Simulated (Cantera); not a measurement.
# Gas-phase reforming

An isothermal, constant-pressure homogeneous reactor starts with CH4 : CO2 : H2 = 1 : 0.75 : 0.073 (molar parts), at 2198 K and 1.60 bar.

Model: GRI-Mech 3.0 (53 species, 325 reactions), integrated in Cantera.

```
t (s)        x CH4     x CO2   x H2    x CO   x CH2CO    x CH2O
--------  --------  --------  -----  ------  --------  --------
8.00e-6      0.355     0.364  0.176  0.0112   5.30e-6  0.000434
2.43e-5      0.158     0.269  0.354  0.0501   6.61e-5  0.000161
7.40e-5     0.0560     0.157  0.392   0.136  0.000160   5.54e-5
0.000225    0.0163    0.0485  0.361   0.249  0.000236   2.03e-5
0.000684    0.0106    0.0208  0.402   0.312  0.000142   8.43e-6
0.00208    0.00727    0.0107  0.468   0.364   5.01e-5   2.38e-6
0.00632    0.00383   0.00345  0.517   0.402   1.18e-5   4.58e-7
0.0192     0.00143  0.000407  0.539   0.418   1.78e-6   1.58e-7
0.0585    0.000628   2.45e-6  0.542   0.419   4.16e-7   1.46e-7
0.178     0.000619   6.02e-7  0.542   0.419   4.07e-7   1.46e-7
0.541     0.000619   6.02e-7  0.542   0.419   4.07e-7   1.46e-7
1.64      0.000619   6.02e-7  0.542   0.419   4.07e-7   1.46e-7
5.00      0.000619   6.02e-7  0.542   0.419   4.07e-7   1.46e-7
```
x: mole fraction; the columns are a selection and need not sum to one.

Equilibrium at this temperature and pressure: CH4 0.000620, CO2 6.04e-7, H2 0.542, CO 0.419, CH2CO 4.07e-7, CH2O 1.46e-7 (gas phase only).
